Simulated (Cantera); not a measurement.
A perfectly stirred reactor is fed with CH4 : O2 : N2 = 1 : 1.67 : 6.27 (molar parts), at 2.40 bar; it is adiabatic with a 600 K inlet, and is followed from long to short residence time, starting on the burning branch (τ in s: 0.26, 0.1, 0.042, 0.017, 0.0066, 0.0026, 0.001, 0.00041, 0.00016, 6.5e-05, 2.6e-05).

Cantera simulation using GRI-Mech 3.0 (53 species, 325 reactions); the numbers are that mechanism's predictions, not measurements.

x: mole fraction; the columns are a selection and need not sum to one.

```tsv
τ (s)	T (K)	x CH4	x O2	x CH2	x C2H	x CO
0.26	2342	2.04e-6	0.000196	6.29e-8	3.97e-12	0.0468
0.10	2340	4.63e-6	0.000240	1.54e-7	1.98e-11	0.0469
0.042	2336	8.92e-6	0.000325	3.34e-7	7.46e-11	0.0470
0.017	2328	(withheld)	(withheld)	(withheld)	2.49e-10	0.0471
0.0066	2315	2.78e-5	0.000841	1.42e-6	7.40e-10	0.0475
0.0026	2296	4.74e-5	0.00144	2.68e-6	1.94e-9	0.0480
0.0010	2266	8.53e-5	0.00246	4.92e-6	5.05e-9	0.0489
0.00041	2230	0.000158	0.00396	8.53e-6	1.27e-8	0.0502
0.00016	2180	0.000336	0.00647	1.57e-5	3.74e-8	0.0524
6.5e-5	2118	(withheld)	(withheld)	(withheld)	(withheld)	0.0563
2.6e-5	600	0.112	0.187	<1e-12	<1e-12	<1e-12
```

Question: Fill in the missing entries.

Answer: 
- 0.017, x CH4: 1.60e-5
- 0.017, x O2: 0.000499
- 0.017, x CH2: 7.02e-7
- 6.5e-5, x CH4: 0.000826
- 6.5e-5, x O2: 0.0110
- 6.5e-5, x CH2: 3.07e-5
- 6.5e-5, x C2H: 1.26e-7
